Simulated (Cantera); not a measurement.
A closed system holds: 1 mol Mg(OH)2, 0.65 mol H2, 0.41 mol O2, at 1.00 bar.

Cantera equilibrium calculation (NASA polynomials, part measured and part estimated; ideal gas, pure solids and liquids). Candidate condensed phases: H2O, Mg, MgO, Mg(OH)2; 15 gas species. Kinetics and transport are ignored.

x: gas mole fraction; n: condensed amount in mol.

```tsv
T (°C)	x H2O	x O2	x OH	x H2	x O	n MgO(s)
677	0.951	0.0490	8.81e-8	7.83e-11	7.03e-12	1.00
777	0.951	0.0490	6.25e-7	1.55e-9	1.48e-10	1.00
877	0.951	0.0490	…	…	…	1.00
977	0.951	0.0490	1.23e-5	1.48e-7	1.53e-8	1.00
1077	0.951	0.0490	3.93e-5	8.77e-7	9.34e-8	1.00
1177	0.951	0.0490	…	…	…	1.00
1277	0.951	0.0489	0.000255	1.55e-5	1.73e-6	1.000
1377	0.951	0.0489	0.000549	5.05e-5	5.72e-6	1.000
1477	0.950	0.0488	0.00108	0.000144	1.65e-5	1.000
1577	0.949	0.0486	0.00198	0.000365	4.25e-5	1.000
1677	0.947	0.0485	0.00340	0.000843	9.94e-5	1.000
1777	0.944	0.0483	0.00553	0.00179	0.000214	1.000
1877	0.939	0.0482	0.00859	0.00354	0.000429	1.000
```

Problem. What belongs in the gaps?

Solution. 
- 877, x OH: 3.16e-6
- 877, x H2: 1.85e-8
- 877, x O: 1.84e-9
- 1177, x OH: 0.000107
- 1177, x H2: 4.07e-6
- 1177, x O: 4.44e-7
